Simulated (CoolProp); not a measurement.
The fluid at 298.15 K and 5.55 MPa is throttled through a valve to 2.29 MPa with no heat exchange. The same conditions are run with several fluids, on thermodynamics alone (safety and materials aside).

Computed with CoolProp (reference Helmholtz-energy equation of state of each fluid (R13: Platzer 1990; R115: Lemmon 2016; methanol: de Reuck 1993; water: Wagner 2002; R1336mzz(Z): McLinden 2020)). The equations of Platzer and Polt are older, rougher fits.

```csv
fluid,temperature change (K),final phase,final density (kg/m³)
R13,-19.0,"two-phase, vapour fraction 0.259",437
R115,-0.0,liquid,1300
methanol,+1.1,liquid,787
water,+0.7,liquid,998
R1336mzz(Z),+0.9,liquid,1370
```
